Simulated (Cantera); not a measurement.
A Cantera script and its output.

```python
import numpy as np
import cantera as ct

gas = ct.Solution("gri30.yaml")
gas.TPX = 1573, 27000, {'CH4': 1, 'H2': 0.27, 'O2': 3.88, 'N2': 24.5}
reactor = ct.IdealGasReactor(gas, energy="on", clone=False)
net = ct.ReactorNet([reactor])
net.rtol, net.atol = 1e-08, 1e-16
show = ['CH4', 'H2', 'O2', 'CH2O', 'NO']
times = np.geomspace(6e-06, 0.2, 11)

steps = ct.SolutionArray(gas, extra=["t"])
rows = []
print(f"{'t/s':>10s}{'T/K':>9s}{'P/Pa':>11s}" + "".join(f"{s:>11s}" for s in show))
for t in times:
    while net.time < t:
        t_next = net.step()
        steps.append(gas.state, t=t_next)
    rows.append([np.interp(t, steps.t, y) for y in (steps.T, steps.P, *steps(*show).X.T)])
    print(f"{t:10.3e}{rows[-1][0]:9.1f}{rows[-1][1]:11.4g}" + "".join(f"{x:11.3e}" for x in rows[-1][2:]))
rate = np.gradient(steps.T, steps.t)
print("integrator steps:", len(steps.t))
if steps.T.max() > steps.T[0] + 200:
    print(f"time of steepest temperature rise: {steps.t[rate.argmax()]:.4e} s")
gas.TPX = 1573, 27000, {'CH4': 1, 'H2': 0.27, 'O2': 3.88, 'N2': 24.5}
gas.equilibrate("UV")
print(f"equilibrium (UV): T = {gas.T:.1f} K  " + "  ".join(f"{s} {gas[s].X[0]:.3e}" for s in show))
```

Output:

```
       t/s      T/K       P/Pa        CH4         H2         O2       CH2O         NO
 6.000e-06   1573.0    2.7e+04  3.373e-02  9.106e-03  1.309e-01  7.645e-10  4.485e-16
 1.700e-05   1573.0    2.7e+04  3.373e-02  9.106e-03  1.309e-01  8.576e-09  4.023e-15
 4.816e-05   1573.0    2.7e+04  3.372e-02  9.106e-03  1.309e-01  9.529e-08  2.213e-14
 1.365e-04   1573.0    2.7e+04  3.371e-02  9.105e-03  1.309e-01  1.117e-06  1.322e-13
 3.866e-04   1573.1    2.7e+04  3.360e-02  9.082e-03  1.308e-01  2.115e-05  1.626e-12
 1.095e-03   2080.5  3.657e+04  7.136e-18  5.804e-03  6.071e-02  6.668e-12  8.860e-06
 3.104e-03   2348.0  4.062e+04  2.855e-19  2.891e-03  5.811e-02  2.297e-12  3.860e-04
 8.794e-03   2417.9  4.164e+04  2.238e-19  1.814e-03  5.739e-02  1.356e-12  1.613e-03
 2.491e-02   2413.6  4.156e+04  2.155e-19  1.780e-03  5.609e-02  1.308e-12  4.349e-03
 7.059e-02   2406.3  4.143e+04  2.047e-19  1.748e-03  5.425e-02  1.255e-12  8.222e-03
 2.000e-01   2403.2  4.137e+04  2.002e-19  1.734e-03  5.346e-02  1.232e-12  9.882e-03
integrator steps: 1630
time of steepest temperature rise: 1.0177e-03 s
equilibrium (UV): T = 2403.1 K  CH4 2.961e-19  H2 1.734e-03  O2 5.343e-02  CH2O 1.231e-12  NO 9.940e-03
```

Computed with Cantera and GRI-Mech 3.0 (53 species, 325 reactions).
